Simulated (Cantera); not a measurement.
# Transport properties of process gases

Gas mixture: 37.8 % H2O, 40.2 % NO, 22.0 % O2, at 5.92 atm, frozen composition.

Cantera's kinetic-theory transport with the Lennard-Jones parameters of GRI-Mech 3.0, ideal gas; thermal conductivity in the mixture-averaged form. Polar gases are described roughly by these parameters. The composition is frozen, though it would react at the higher temperatures.

```tsv
T (K)	ρ (kg/m³)	cp (J/kg/K)	μ (µPa s)	λ (mW/m/K)	Pr	D (cm²/s) NO	D (cm²/s) CH3	D (cm²/s) H
400	4.68	1220	20.3	34.4	0.721	0.0625	0.0652	0.361
500	3.74	1250	24.4	42.7	0.716	0.0937	0.0974	0.539
600	3.12	1286	28.3	51.1	0.712	0.130	0.134	0.743
700	2.67	1324	32.0	59.7	0.710	0.170	0.176	0.972
800	2.34	1360	35.5	68.2	0.707	0.214	0.221	1.22
900	2.08	1393	38.9	76.8	0.705	0.262	0.270	1.50
1000	1.87	1426	42.1	85.3	0.704	0.314	0.324	1.79
1100	1.70	1455	45.3	93.8	0.702	0.370	0.380	2.10
```
D: mixture-averaged diffusion coefficient of that species in the mixture.
